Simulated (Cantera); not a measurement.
An adiabatic, constant-pressure homogeneous reactor starts with CO : H2 : CH4 : O2 : N2 : H2O = 1 : 1.3 : 0.038 : 1.51 : 6.96 : 0.57 (molar parts), equivalence ratio 0.81, at 1325 K and 11.0 bar.

Detailed kinetics in Cantera: GRI-Mech 3.0 (53 species, 325 reactions).

### Question
Predict: time of steepest temperature rise; temperature at 7.00 s; equilibrium temperature; x(CO) at 7.00 s; x(H2) at 7.00 s; x(OH) at 7.00 s.

### Answer
```json
{
 "time_of_steepest_temperature_rise": "10.8 µs",
 "temperature at 7.00 s": "2648 K",
 "equilibrium_temperature": "2648 K",
 "x(CO) at 7.00 s": "0.0124 (gas-phase equilibrium 0.0124)",
 "x(H2) at 7.00 s": "0.00382 (gas-phase equilibrium 0.00382)",
 "x(OH) at 7.00 s": "0.00991 (gas-phase equilibrium 0.00991)"
}
```
